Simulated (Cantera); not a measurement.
Adiabatic ignition

An adiabatic, constant-volume homogeneous reactor starts with 3.51 % CH4, 17.5 % O2, 78.9 % N2, at 1250 K and 1.00 bar.

Detailed kinetics in Cantera: GRI-Mech 3.0 (53 species, 325 reactions).

```csv
t (s),T (K),P (bar),x CH4,x O2,x H,x C2H2,x NO2
7.00e-6,1250,1.00,0.0351,0.175,2.73e-11,<1e-12,<1e-12
1.71e-5,1250,1.00,0.0351,0.175,3.08e-11,<1e-12,<1e-12
4.20e-5,1250,1.00,0.0351,0.175,3.93e-11,<1e-12,<1e-12
0.000103,1250,1.00,0.0351,0.175,6.21e-11,<1e-12,<1e-12
0.000252,1250,1.000,0.0351,0.175,1.30e-10,<1e-12,<1e-12
0.000617,1250,1.000,0.0351,0.175,4.00e-10,<1e-12,<1e-12
0.00151,1250,1.00,0.0351,0.175,1.97e-9,<1e-12,<1e-12
0.00370,1250,1.00,0.0350,0.175,9.13e-9,3.47e-11,<1e-12
0.00907,1253,1.00,0.0346,0.175,4.44e-8,3.49e-9,<1e-12
0.0222,2193,1.76,<1e-12,0.104,5.46e-5,<1e-12,2.91e-7
0.0544,2190,1.75,<1e-12,0.104,5.34e-5,<1e-12,1.56e-6
0.133,2185,1.75,<1e-12,0.103,5.10e-5,<1e-12,4.09e-6
0.327,2177,1.74,<1e-12,0.101,4.79e-5,<1e-12,7.57e-6
0.800,2172,1.74,<1e-12,0.100,4.62e-5,<1e-12,9.64e-6
```
x: mole fraction; the columns are a selection and need not sum to one.

- time of steepest temperature rise: 16.2 ms
- temperature at 0.800 s: 2172 K
- equilibrium temperature: 2172 K
- x(CH4) at 0.800 s: <1e-12 (gas-phase equilibrium <1e-12)
- x(O2) at 0.800 s: 0.100 (gas-phase equilibrium 0.100)
- x(H) at 0.800 s: 4.62e-5 (gas-phase equilibrium 4.60e-5)
